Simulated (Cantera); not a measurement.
Input: 1 mol BCl3, 0.31 mol N2, 24 mol H2, 1.9 mol O2, at 1250 K and 7.70 mbar.

Cantera equilibrium calculation (NASA polynomials, part measured and part estimated; ideal gas, pure solids and liquids). Gases not in the tables: H3BO3. Equilibrium is a limit: real reactors are often held back by kinetics, nucleation or transport.

| species | before | after |
|---|---|---|
| HCl | 0.116 | 0.533 |
| H2O | 0.0861 | 0.389 |
| N2 | 0.0120 | 0.0554 |
| H2 | 0.780 | 1.69e-6 |
| HBO2 | 0.00550 | 0.0117 |
| O2 | <1e-9 | 0.00821 |
| Cl2 | <1e-9 | 0.000473 |
| NO | <1e-9 | 1.48e-5 |
| Cl | 6.18e-7 | 0.00193 |
| OH | 5.54e-9 | 1.70e-5 |
| (HBO2)3 | 2.16e-5 | 0.000207 |
| B2O3(l), mol | 0.428 | 0.466 |
Gas species are given as mole fractions.

Question: Name the change that produced these shifts.
(A) H2 from 24 to 3.7 mol
(B) temperature from 1250 K to 1498.15 K
(C) pressure from 7.70 mbar to 0.100 bar
(D) temperature from 1250 K to 1298.15 K

Answer: A, H2 from 24 to 3.7 mol
